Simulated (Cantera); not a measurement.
## Stirred combustor or abatement burner

A perfectly stirred reactor is fed with 6.83 % CH₄, 12.4 % O₂, 75.1 % N₂, 5.60 % H₂O, at 0.260 bar; it is adiabatic with a 798 K inlet, and is followed from long to short residence time, starting on the burning branch (τ in s: 0.074, 0.034, 0.015, 0.007, 0.0032, 0.0014, 0.00065, 0.0003, 0.00013, 6.1e-05, 2.8e-05).

Detailed kinetics in Cantera: GRI-Mech 3.0 (53 species, 325 reactions).

```json
[
 {"τ (s)": "0.074", "T (K)": "1967", "x CH₄": "1.09e-5", "x O₂": "0.00315", "x H₂O": "0.172", "x CH₂": "3.94e-7", "x C₂H₄": "2.23e-9", "x CH₃": "5.53e-6", "x CO₂": "0.0493"},
 {"τ (s)": "0.034", "T (K)": "1936", "x CH₄": "1.83e-5", "x O₂": "0.00435", "x H₂O": "0.169", "x CH₂": "5.92e-7", "x C₂H₄": "4.59e-9", "x CH₃": "8.60e-6", "x CO₂": "0.0481"},
 {"τ (s)": "0.015", "T (K)": "1899", "x CH₄": "3.32e-5", "x O₂": "0.00582", "x H₂O": "0.166", "x CH₂": "9.09e-7", "x C₂H₄": "1.07e-8", "x CH₃": "1.43e-5", "x CO₂": "0.0466"},
 {"τ (s)": "0.0070", "T (K)": "1861", "x CH₄": "6.06e-5", "x O₂": "0.00732", "x H₂O": "0.163", "x CH₂": "1.38e-6", "x C₂H₄": "2.66e-8", "x CH₃": "2.40e-5", "x CO₂": "0.0452"},
 {"τ (s)": "0.0032", "T (K)": "1821", "x CH₄": "0.000119", "x O₂": "0.00902", "x H₂O": "0.161", "x CH₂": "2.24e-6", "x C₂H₄": "7.91e-8", "x CH₃": "4.33e-5", "x CO₂": "0.0434"},
 {"τ (s)": "0.0014", "T (K)": "1780", "x CH₄": "0.000265", "x O₂": "0.0112", "x H₂O": "0.158", "x CH₂": "4.08e-6", "x C₂H₄": "3.14e-7", "x CH₃": "8.79e-5", "x CO₂": "0.0407"},
 {"τ (s)": "0.00065", "T (K)": "1737", "x CH₄": "0.000634", "x O₂": "0.0147", "x H₂O": "0.157", "x CH₂": "8.06e-6", "x C₂H₄": "1.57e-6", "x CH₃": "0.000191", "x CO₂": "0.0359"},
 {"τ (s)": "0.00030", "T (K)": "798", "x CH₄": "0.0683", "x O₂": "0.124", "x H₂O": "0.0560", "x CH₂": "<1e-12", "x C₂H₄": "<1e-12", "x CH₃": "<1e-12", "x CO₂": "<1e-12"},
 {"τ (s)": "0.00013", "T (K)": "798", "x CH₄": "0.0683", "x O₂": "0.124", "x H₂O": "0.0560", "x CH₂": "<1e-12", "x C₂H₄": "<1e-12", "x CH₃": "<1e-12", "x CO₂": "<1e-12"},
 {"τ (s)": "6.1e-5", "T (K)": "798", "x CH₄": "0.0683", "x O₂": "0.124", "x H₂O": "0.0560", "x CH₂": "<1e-12", "x C₂H₄": "<1e-12", "x CH₃": "<1e-12", "x CO₂": "<1e-12"},
 {"τ (s)": "2.8e-5", "T (K)": "798", "x CH₄": "0.0683", "x O₂": "0.124", "x H₂O": "0.0560", "x CH₂": "<1e-12", "x C₂H₄": "<1e-12", "x CH₃": "<1e-12", "x CO₂": "<1e-12"}
]
```
x: mole fraction; the columns are a selection and need not sum to one.
